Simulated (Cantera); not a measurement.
What does this Cantera script print?

```python
import numpy as np
import cantera as ct

gas_names = """
    H HO2 H2 H2O H2O2 O OH O2 O3 Zr ZrO ZrO2
""".split()
cond_names = """
    H2O(s) H2O(L) Zr(a) Zr(b) Zr(L) ZrO2(a) ZrO2(b) ZrO2(L)
""".split()


# ... load() reads the species with a 1 bar reference pressure and builds the phases ...
atoms = {
    'ZrO2': {'Zr': 1, 'O': 2},
    'H2': {'H': 2},
}
top_T = {}  # K; cautious upper limits of use, not melting points


# ... equilibrate(T, P, feed) seeds the gas with the atoms and calls Mixture.equilibrate('TP', solver="vcs", rtol=1e-11, max_steps=5000) ...
results = []
feed = {'ZrO2': 1, 'H2': 1500}  # mol
T = 1625  # K
P = 1333.22  # Pa
mix = equilibrate(T, P, feed)
results.append((T, P, feed, dict(zip(mix.species_names, mix.species_moles))))
x = sorted(zip(gas.X, gas.species_names), reverse=True)
print(f"T = {T:g} K  P = {P:g} Pa  gas = {mix.phase_moles(0):.4g} mol")
print("   x: " + "  ".join(f"{s} {v:.3e}" for v, s in x if v > 1e-06))
print("   condensed (mol): " + ("  ".join(f"{mix.phase(i).name} {mix.phase_moles(i):.4g}"
      for i in range(1, mix.n_phases) if mix.phase_moles(i) > 1e-12) or "none"))
```

Result:

```
T = 1625 K  P = 1333.22 Pa  gas = 1500 mol
   x: H2 9.994e-01  H 6.108e-04
   condensed (mol): Zr(b) 1.38e-05  ZrO2(b) 1
```

Cantera equilibrium calculation (NASA polynomials, part measured and part estimated; ideal gas, pure solids and liquids).
